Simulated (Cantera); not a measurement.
Source: NASA polynomial tables (part measured, part estimated), evaluated in Cantera. Values are per mole of reaction as written; species without (g) are pure solids or liquids, kept so even where they would boil at 1 bar.

**Question.** Between 523 and 923 K, where is each reaction favourable under standard conditions?
- V2O5 = 5 O(g) + 2 V

**Answer.** 
- V2O5 = 5 O(g) + 2 V: ΔG° is 2412 kJ at 523 K and 2118 kJ at 923 K; it stays positive (K < 1). ΔH° is 2794 kJ and ΔS° 732 J/K at 923 K.
